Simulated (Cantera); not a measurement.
## Premixed flame

A freely propagating, adiabatic, planar premixed flame of CO : H₂ : O₂ : N₂ : CO₂ = 1 : 0.1 : 0.5 : 2 : 0.31 (molar parts), unburnt at 400 K and 4.93 atm; mixture-averaged transport, grid criteria slope 0.08 and curve 0.16, no radiation.

Detailed kinetics in Cantera: GRI-Mech 3.0 (53 species, 325 reactions). The hydrogen kinetics of GRI-Mech 3.0 are dated; newer H2 mechanisms differ, most at raised pressure. Burning velocities carry a grid error of a few per cent, more on coarse grids.

| z (mm) | T (K) | u (m/s) | x CO | x H₂ | x O₂ | x H₂O | x CO₂ | x HO₂ |
|---|---|---|---|---|---|---|---|---|
| -0.450 | 400 | 0.383 | 0.256 | 0.0253 | 0.128 | 3.87e-7 | 0.0793 | <1e-8 |
| -0.300 | 400 | 0.383 | 0.256 | 0.0245 | 0.128 | 7.78e-6 | 0.0794 | 5.60e-8 |
| -0.225 | 401 | 0.384 | 0.256 | 0.0234 | 0.128 | 4.34e-5 | 0.0795 | 3.67e-7 |
| -0.150 | 411 | 0.392 | 0.256 | 0.0205 | 0.128 | 0.000347 | 0.0799 | 3.81e-6 |
| -0.0749 | 562 | 0.531 | 0.248 | 0.0135 | 0.123 | 0.00426 | 0.0876 | 0.000109 |
| -0.0375 | 915 | 0.852 | 0.219 | 0.00845 | 0.105 | 0.0119 | 0.118 | 0.000339 |
| 0 | 1360 | 1.23 | 0.168 | 0.00370 | 0.0736 | 0.0202 | 0.179 | 0.000118 |
| 0.0375 | 1645 | 1.46 | 0.124 | 0.00164 | 0.0479 | 0.0223 | 0.234 | 4.76e-5 |
| 0.0749 | 1801 | 1.57 | 0.1000 | 0.00137 | 0.0354 | 0.0221 | 0.265 | 2.62e-5 |
| 0.150 | 1954 | 1.68 | 0.0804 | 0.00127 | 0.0257 | 0.0230 | 0.291 | 1.27e-5 |
| 0.300 | 2076 | 1.77 | 0.0662 | 0.00103 | 0.0187 | 0.0245 | 0.309 | 5.62e-6 |
| 0.600 | 2167 | 1.84 | 0.0547 | 0.000817 | 0.0131 | 0.0256 | 0.323 | 2.47e-6 |
| 1.20 | 2231 | 1.88 | 0.0459 | 0.000663 | 0.00876 | 0.0263 | 0.334 | 1.15e-6 |
x: mole fraction of selected species; z is measured from the peak of heat release.

* **laminar burning velocity**: 38.3 cm/s
* **thermal thickness**: 0.150 mm
* **peak x(HO₂)**: 0.000351
* **grid points**: 116
